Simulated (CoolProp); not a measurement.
Properties of fluoroethane (R161) along the isotherm 176.85 °C (Tc = 102.1 °C, pc = 5.010 MPa, ω = 0.216).

Model: reference Helmholtz-energy equation of state, Wu 2012, in CoolProp.

```tsv
p (MPa)	phase	speed of sound (m/s)	fugacity coefficient
0.278	gas	292.1	0.9892
0.557	gas	289.6	0.9785
0.835	gas	287.1	0.9679
1.11	gas	284.7	0.9575
1.39	gas	282.2	0.9470
1.67	gas	279.7	0.9366
1.95	gas	277.2	0.9263
2.23	gas	274.7	0.9160
2.5	gas	272.3	0.9062
```
